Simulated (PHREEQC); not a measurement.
**Silver or lead bath (model solution)**

Consider water at 25 °C with 19 mmol/kgw Ag2SO4, 0.134 mmol/kgw NaCl and 2.8 mmol/kgw Na2SO4. Closed to the air; pH follows from the charge balance.

Computed with PHREEQC (ion-association model, wateq4f.dat).

```yaml
pH: 6.86
ionic_strength: 0.0553 mol/kgw
```

```json
[
 {"species": "Ag+", "molality": "0.0330", "activity": "0.0269", "log γ": "-0.089"},
 {"species": "SO4-2", "molality": "0.0168", "activity": "0.00751", "log γ": "-0.348"},
 {"species": "Na+", "molality": "0.00553", "activity": "0.00452", "log γ": "-0.087"},
 {"species": "AgSO4-", "molality": "0.00484", "activity": "0.00394", "log γ": "-0.089"},
 {"species": "NaSO4-", "molality": "0.000207", "activity": "0.000170", "log γ": "-0.085"},
 {"species": "AgCl", "molality": "0.000131", "activity": "0.000132", "log γ": "0.006"},
 {"species": "Cl-", "molality": "3.27e-6", "activity": "2.64e-6", "log γ": "-0.094"},
 {"species": "AgOH", "molality": "1.94e-7", "activity": "1.96e-7", "log γ": "0.006"}
]
```

This is a speciation only: nothing precipitates in the calculation. Saturation is exceeded, for instance for Cerargyrite; the values hold only as long as no solid forms.
